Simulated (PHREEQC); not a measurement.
Model water analysis in mg/L, 25 °C, pH 1.86, pe 9.4: Na 1700; K 0.176; Ca 438; Mg 222; Cl 1420; S(6) as SO4 4840; Mn(2) 1.51; Pb 62.5; Fe(3) 24.8.

Cl is adjusted to close the charge balance.
Valence states are taken as typed.

Computed with PHREEQC (ion-association model, phreeqc.dat).

This is a speciation only: nothing precipitates in the calculation.

**Question.** Predict the ionic strength, density.

**Answer.** ionic strength 0.153 mol/kgw; density 1.004 g/cm³.

**Question.** In which forms is Fe present?

**Answer.** FeSO4+ 73 %, Fe(SO4)2- 13 %, FeHSO4+2 6.2 %, Fe+3 4.2 %, FeCl+2 2.0 %, FeOH+2 0.9 % of the Fe.

Examples of supersaturated solids here: Anglesite, Hematite (slow to form). Others may be too.
